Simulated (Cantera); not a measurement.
Charge: 1 mol SiO₂, 0.9 mol CO, a varied amount of CH₄, held at 2000 °C and 0.133 bar.

These are equilibrium values from Cantera (NASA tables, ideal gas, pure condensed phases), not measurements of a reactor. Candidate condensed phases: C, C₆H₆, C₇H₈, C₈H₁₈, H₂O, Si, SiC, SiO₂; 123 gas species. The tables hold silica as quartz up to 1696 K and as liquid above; real silica turns to tridymite and cristobalite and melts near 1996 K. Gases not in the tables: Si₂H₆ and higher silanes. Kinetics and transport are ignored.

Problem. What share of the Si ends up in condensed phases as a function of n(CH₄) (mol), at 0.46, 0.6, 0.78, 1, 1.3, 1.7, 2.2, 2.9, 3.8, 4.9?

Solution. 
| n(CH₄) (mol) | Si condensed (%) | as |
|---|---|---|
| 0.46 | 42.2 | SiO₂(l) |
| 0.6 | 26.0 | SiO₂(l) |
| 0.78 | 5.1 | SiO₂(l) |
| 1 | 0.0 | - |
| 1.3 | 13.5 | SiC(s) |
| 1.7 | 33.6 | SiC(s) |
| 2.2 | 58.6 | SiC(s) |
| 2.9 | 92.8 | SiC(s) |
| 3.8 | 94.2 | SiC(s) |
| 4.9 | 94.0 | SiC(s) |
